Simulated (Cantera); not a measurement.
Source: NASA polynomial tables (part measured, part estimated), evaluated in Cantera. Values are per mole of reaction as written; species without (g) are pure solids or liquids, kept so even where they would boil at 1 bar. TaC: taken at fixed stoichiometry.

Ta + 2 C2H6(g) → 3 CH4(g) + TaC, with ΔH° = -200.2 kJ and ΔS° = 101.7 J/K at 300 K.

Task: How far is the shortcut ΔG° ≈ ΔH°(300 K) − T·ΔS°(300 K) from the full temperature-dependent value at 973, 1173, 1373, 1573, 1773, 1973 K?

Result: 
```
T (K)  shortcut (kJ)  full (kJ)  difference (kJ)  difference in log10 K
-----  -------------  ---------  ---------------  ---------------------
973           -299.1     -301.3              2.2                  -0.12
1173          -319.4     -322.3              2.8                  -0.13
1373          -339.7     -343.2              3.5                  -0.13
1573          -360.1     -364.3              4.2                  -0.14
1773          -380.4     -385.5              5.1                  -0.15
1973          -400.7     -407.0              6.2                  -0.16
```
The shortcut ignores the heat-capacity change of the reaction.
